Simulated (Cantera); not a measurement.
# Premixed flame

A freely propagating, adiabatic, planar premixed flame of 24.0 % H₂, 16.9 % O₂, 59.1 % N₂, equivalence ratio 0.71, unburnt at 325 K and 1.60 bar; mixture-averaged transport, grid criteria slope 0.08 and curve 0.16, no radiation.

Cantera simulation using the H2/O2 subset of GRI-Mech 3.0, which has no nitrogen chemistry; the numbers are that mechanism's predictions, not measurements. Burning velocities carry a grid error of a few per cent, more on coarse grids.

| z (mm) | T (K) | u (m/s) | x H₂ | x O₂ | x H₂O | x H₂O₂ | x H | x HO₂ |
|---|---|---|---|---|---|---|---|---|
| -0.580 | 325 | 1.56 | 0.240 | 0.169 | <1e-8 | <1e-8 | <1e-8 | <1e-8 |
| -0.387 | 325 | 1.56 | 0.240 | 0.169 | 3.49e-7 | <1e-8 | <1e-8 | <1e-8 |
| -0.290 | 325 | 1.56 | 0.239 | 0.169 | 2.77e-6 | 1.68e-8 | <1e-8 | 5.48e-8 |
| -0.193 | 328 | 1.56 | 0.234 | 0.170 | 6.85e-5 | 5.13e-7 | <1e-8 | 1.65e-6 |
| -0.0967 | 412 | 1.89 | 0.199 | 0.175 | 0.00614 | 5.13e-5 | 3.80e-6 | 0.000236 |
| -0.0483 | 747 | 3.31 | 0.148 | 0.166 | 0.0446 | 0.000103 | 0.00133 | 0.000468 |
| 0 | 1163 | 5.05 | 0.0883 | 0.133 | 0.116 | 2.79e-5 | 0.00826 | 0.000207 |
| 0.0483 | 1452 | 6.28 | 0.0423 | 0.0946 | 0.182 | 6.39e-6 | 0.0143 | 0.000112 |
| 0.0967 | 1618 | 6.98 | 0.0222 | 0.0741 | 0.215 | 3.33e-6 | 0.0142 | 7.17e-5 |
| 0.193 | 1785 | 7.66 | 0.0128 | 0.0636 | 0.234 | 1.63e-6 | 0.00932 | 4.30e-5 |
| 0.387 | 1923 | 8.20 | 0.00822 | 0.0602 | 0.246 | 8.66e-7 | 0.00424 | 2.39e-5 |
| 0.774 | 2016 | 8.55 | 0.00427 | 0.0587 | 0.255 | 5.09e-7 | 0.00141 | 1.16e-5 |
| 1.55 | 2066 | 8.74 | 0.00181 | 0.0585 | 0.261 | 3.14e-7 | 0.000369 | 5.51e-6 |
x: mole fraction of selected species; z is measured from the peak of heat release.

```yaml
laminar_burning_velocity: 156 cm/s
thermal_thickness: 0.193 mm
peak x(H₂O₂): 0.000110
peak x(H): 0.0149
peak x(HO₂): 0.000583
grid_points: 109
```
